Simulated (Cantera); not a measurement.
A perfectly stirred reactor is fed with CH4 : O2 : N2 = 1 : 1.33 : 5.01 (molar parts), at 0.227 atm; it is adiabatic with a 675 K inlet, and is followed from long to short residence time, starting on the burning branch (τ in s: 0.025, 0.011, 0.0045, 0.0019, 0.00081, 0.00035, 0.00015, 6.2e-05, 2.6e-05).

Detailed kinetics in Cantera: GRI-Mech 3.0 (53 species, 325 reactions).

Problem. Predict: blow-out, bracketed by the residence times tried; x(CH4) at τ = 25.0 ms; x(O2) at τ = 25.0 ms; x(CO2) at τ = 25.0 ms; x(NO) at τ = 25.0 ms; x(CH2) at τ = 25.0 ms; x(CH4) at τ = 0.810 ms; x(O2) at τ = 0.810 ms; x(CO2) at τ = 0.810 ms; x(NO) at τ = 0.810 ms; x(CH2) at τ = 0.810 ms.

Solution. 
```
Property                                                                        Result
------------------------------------------------  ------------------------------------
blow-out, bracketed by the residence times tried  burning at 0.810 ms, out at 0.350 ms
x(CH4) at τ = 25.0 ms                                                          8.30e-5
x(O2) at τ = 25.0 ms                                                          0.000372
x(CO2) at τ = 25.0 ms                                                           0.0370
x(NO) at τ = 25.0 ms                                                          0.000309
x(CH2) at τ = 25.0 ms                                                          4.57e-6
x(CH4) at τ = 0.810 ms                                                         0.00198
x(O2) at τ = 0.810 ms                                                          0.00716
x(CO2) at τ = 0.810 ms                                                          0.0311
x(NO) at τ = 0.810 ms                                                         0.000101
x(CH2) at τ = 0.810 ms                                                         7.02e-5
```
